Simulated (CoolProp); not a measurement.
Ethane along the isotherm 261.4 K: density (kg/m³) from the reference equation and from simpler models built on Tc = 305.3 K, pc = 48.72 bar, ω = 0.099; each cubic takes its own stable root.

Values from CoolProp's reference Helmholtz-energy equation of state, Bücker 2006.

```tsv
p (bar)	phase	reference
17.4	gas	31.90
34.8	liquid	433.1
52.2	liquid	439.1
69.6	liquid	444.4
87	liquid	449.2
104	liquid	453.4
122	liquid	457.6
139	liquid	461.3
157	liquid	464.9
174	liquid	468.2
191	liquid	471.2
209	liquid	474.3
226	liquid	477.1
244	liquid	479.9
```

### Question
How far does each simpler model (van der Waals, Redlich-Kwong, Soave-Redlich-Kwong, Peng-Robinson) lie from the reference over these 14 states: mean and median of the absolute difference, and the worst?

### Answer
- van der Waals: mean 28.7 %, median 29.5 %, worst -34.6 % at 261.4 K and 34.8 bar
- Redlich-Kwong: mean 5.4 %, median 5.1 %, worst -9.5 % at 261.4 K and 34.8 bar
- Soave-Redlich-Kwong: mean 4.6 %, median 4.3 %, worst -8.1 % at 261.4 K and 34.8 bar
- Peng-Robinson: mean 6.5 %, median 7.2 %, worst +8.8 % at 261.4 K and 244 bar
